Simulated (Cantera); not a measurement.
# Thermodynamics of thermal oxidation and active oxidation of silicon, feed Si + N2O + N2 + Cl2

Feed: 1 mol Si, 0.067 mol N2O, 3.8 mol N2, 0.00016 mol Cl2, at 750 Torr.

Equilibrium computed with Cantera from the NASA thermochemical tables; the gas is ideal and each condensed phase is pure. Candidate condensed phases: Si, SiO2, Si2N2O, Si3N4; 23 gas species. Mutual solubility and eutectic melting of coexisting phases are not modelled. The tables' values for SiN, SiCl are old estimates; treat these amounts as uncertain. Kinetics and transport are ignored.

From 1075 °C to 1775 °C the condensed part is Si2N2O(s) + Si3N4(s). At 1875 °C the condensed part is Si(l). The main Si-bearing gas is SiCl4 at 1075 °C and SiO at 1875 °C.

```
T (°C)   x N2     x SiO      x Si    x Si2N  x SiCl2     x SiN   x SiCl4  n Si2N2O(s)  n Si3N4(s)  n Si(l)
------  -----  --------  --------  --------  -------  --------  --------  -----------  ----------  -------
1075    1.000  1.67e-10    <1e-12    <1e-12  5.20e-6    <1e-12   1.89e-5       0.0670       0.289        0
1175    1.000   5.93e-9  1.89e-12    <1e-12  2.01e-5  3.05e-12   9.26e-6       0.0670       0.289        0
1275    1.000   1.31e-7  7.66e-11    <1e-12  3.81e-5  8.07e-11   1.73e-6       0.0670       0.289        0
1375    1.000   1.98e-6   1.97e-9  1.91e-11  4.50e-5   1.42e-9   1.81e-7       0.0670       0.289        0
1475    1.000   2.17e-5   3.46e-8  7.30e-10  4.63e-5   1.80e-8   1.97e-8       0.0669       0.289        0
1575    1.000  0.000182   4.45e-7   1.86e-8  4.60e-5   1.72e-7   2.57e-9       0.0664       0.289        0
1675    0.999   0.00122   4.37e-6   3.35e-7  4.45e-5   1.29e-6  3.96e-10       0.0631       0.290        0
1775    0.993   0.00676   3.43e-5   4.54e-6  4.13e-5   7.96e-6  6.73e-11       0.0450       0.296        0
1875    0.983    0.0170  0.000220   4.71e-5  2.86e-5   4.09e-5  7.53e-12            0           0    0.931
```
x: gas mole fraction; n: condensed amount in mol.
